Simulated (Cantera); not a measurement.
Cantera run, input and output.

```python
import numpy as np
import cantera as ct

gas = ct.Solution("gri30.yaml")
gas.TPX = 900, 2666, {'H2': 0.0084, 'O2': 1, 'N2': 0.93}
reactor = ct.IdealGasConstPressureReactor(gas, energy="off", clone=False)
net = ct.ReactorNet([reactor])
net.rtol, net.atol = 1e-08, 1e-18
show = ['H2', 'O2', 'NO2', 'H2O2', 'NO', 'OH', 'H2O']
times = np.geomspace(0.0005, 40, 12)

steps = ct.SolutionArray(gas, extra=["t"])
rows = []
print(f"{'t/s':>10s}{'T/K':>9s}{'P/Pa':>11s}" + "".join(f"{s:>11s}" for s in show))
for t in times:
    while net.time < t:
        t_next = net.step()
        steps.append(gas.state, t=t_next)
    rows.append([np.interp(t, steps.t, y) for y in (steps.T, steps.P, *steps(*show).X.T)])
    print(f"{t:10.3e}{rows[-1][0]:9.1f}{rows[-1][1]:11.4g}" + "".join(f"{x:11.3e}" for x in rows[-1][2:]))
rate = np.gradient(steps.T, steps.t)
print("integrator steps:", len(steps.t))
if steps.T.max() > steps.T[0] + 200:
    print(f"time of steepest temperature rise: {steps.t[rate.argmax()]:.4e} s")
gas.TPX = 900, 2666, {'H2': 0.0084, 'O2': 1, 'N2': 0.93}
gas.equilibrate("TP")
print(f"equilibrium (TP): T = {gas.T:.1f} K  " + "  ".join(f"{s} {gas[s].X[0]:.3e}" for s in show))
```

Result:

```
       t/s      T/K       P/Pa         H2         O2        NO2       H2O2         NO         OH        H2O
 5.000e-04    900.0       2666  4.333e-03  5.159e-01  4.281e-37  6.169e-18  1.650e-27  4.794e-13  1.323e-13
 1.395e-03    900.0       2666  4.333e-03  5.159e-01  3.598e-35  4.990e-17  2.640e-26  1.990e-12  1.651e-12
 3.894e-03    900.0       2666  4.333e-03  5.159e-01  4.249e-33  4.290e-16  4.823e-25  1.071e-11  2.134e-11
 1.087e-02    900.0       2666  4.333e-03  5.159e-01  5.374e-30  7.020e-15  5.001e-23  3.256e-10  9.536e-10
 3.033e-02    900.0       2666  4.322e-03  5.159e-01  1.254e-18  2.651e-10  2.272e-15  3.080e-06  9.317e-06
 8.465e-02    900.0       2666  2.126e-04  5.146e-01  1.836e-12  7.107e-08  9.141e-10  6.853e-05  4.082e-03
 2.363e-01    900.0       2666  3.156e-05  5.148e-01  5.599e-12  2.064e-08  9.420e-10  1.424e-05  4.303e-03
 6.594e-01    900.0       2666  7.559e-06  5.148e-01  1.024e-11  9.584e-09  9.385e-10  5.220e-06  4.333e-03
 1.840e+00    900.0       2666  1.800e-06  5.148e-01  1.633e-11  4.652e-09  9.328e-10  2.240e-06  4.340e-03
 5.136e+00    900.0       2666  3.475e-07  5.148e-01  2.133e-11  1.877e-09  9.279e-10  1.010e-06  4.342e-03
 1.433e+01    900.0       2666  4.666e-08  5.148e-01  2.225e-11  5.994e-10  9.271e-10  4.607e-07  4.343e-03
 4.000e+01    900.0       2666  3.684e-09  5.148e-01  1.924e-11  1.685e-10  9.302e-10  2.176e-07  4.343e-03
integrator steps: 1142
equilibrium (TP): T = 900.0 K  H2 1.193e-13  O2 5.148e-01  NO2 3.376e-07  H2O2 3.463e-13  NO 1.134e-05  OH 8.493e-09  H2O 4.343e-03
```

Detailed kinetics in Cantera: GRI-Mech 3.0 (53 species, 325 reactions). Radical loss at walls, strong at low pressure, is not modelled. Below about 950 K walls govern HO2 and H2O2 in real vessels.
